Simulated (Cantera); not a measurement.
An isothermal, constant-pressure homogeneous reactor starts with CO : O2 : H2O : N2 = 0.021 : 0.098 : 0.00082 : 1 (molar parts), at 900 K and 230000 Pa.

Computed with Cantera and GRI-Mech 3.0 (53 species, 325 reactions).

Predict: x(CO) at 40.0 s; x(O2) at 40.0 s; x(H2O) at 40.0 s; x(H2) at 40.0 s; x(H2O2) at 40.0 s; x(O) at 40.0 s.


```
Quantity                                              Result
-----------------  -----------------------------------------
x(CO) at 40.0 s        0.0160 (gas-phase equilibrium <1e-12)
x(O2) at 40.0 s        0.0863 (gas-phase equilibrium 0.0789)
x(H2O) at 40.0 s   0.000733 (gas-phase equilibrium 0.000739)
x(H2) at 40.0 s       3.62e-7 (gas-phase equilibrium <1e-12)
x(H2O2) at 40.0 s     7.66e-8 (gas-phase equilibrium <1e-12)
x(O) at 40.0 s      3.23e-9 (gas-phase equilibrium 1.00e-12)
```
